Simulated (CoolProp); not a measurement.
Water along the isotherm 307.95 °C: Z from the reference equation and from simpler models built on Tc = 373.9 °C, pc = 22.06 MPa, ω = 0.344; each cubic takes its own stable root.

Model: reference Helmholtz-energy equation of state, Wagner 2002, in CoolProp.

| p (MPa) | phase | reference |
|---|---|---|
| 0.105 | gas | 0.9976 |
| 0.154 | gas | 0.9965 |
| 0.225 | gas | 0.9949 |
| 0.331 | gas | 0.9924 |
| 0.486 | gas | 0.9888 |
| 0.713 | gas | 0.9835 |
| 1.05 | gas | 0.9754 |
| 1.54 | gas | 0.9634 |
| 2.25 | gas | 0.9454 |
| 3.31 | gas | 0.9168 |
| 4.86 | gas | 0.8710 |
| 7.13 | gas | 0.7922 |
| 10.5 | liquid | 0.05612 |
| 15.4 | liquid | 0.08097 |
| 22.5 | liquid | 0.1160 |
| 33.1 | liquid | 0.1665 |

Q: How far does each simpler model (van der Waals, Redlich-Kwong, Soave-Redlich-Kwong, Peng-Robinson) lie from the reference over these 16 states: mean and median of the absolute difference, and the worst?

A: 
- van der Waals: mean 100.7 %, median 1.2 %, worst +1274.0 % at 307.95 °C and 10.5 MPa
- Redlich-Kwong: mean 84.5 %, median 0.5 %, worst +1184.4 % at 307.95 °C and 10.5 MPa
- Soave-Redlich-Kwong: mean 11.6 %, median 0.2 %, worst +46.7 % at 307.95 °C and 10.5 MPa
- Peng-Robinson: mean 7.2 %, median 0.1 %, worst +29.4 % at 307.95 °C and 10.5 MPa

At some of these states van der Waals, Redlich-Kwong gives the other phase, because its saturation line lies elsewhere.
